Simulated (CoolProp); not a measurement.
Computed with CoolProp (reference Helmholtz-energy equation of state, Guder 2009).

Problem. Give the vapour pressure (bar), liquid density (kg/m³), enthalpy of vaporisation (kJ/kg), liquid cp (kJ/(kg K)) of saturated sulfur hexafluoride at -10.65 °C.

Solution. 
| T (°C) | p (bar) | liquid density (kg/m³) | enthalpy of vaporisation (kJ/kg) | liquid cp (kJ/(kg K)) |
|---|---|---|---|---|
| -10.65 | 9.22 | 1630 | 91.1 | 0.980 |
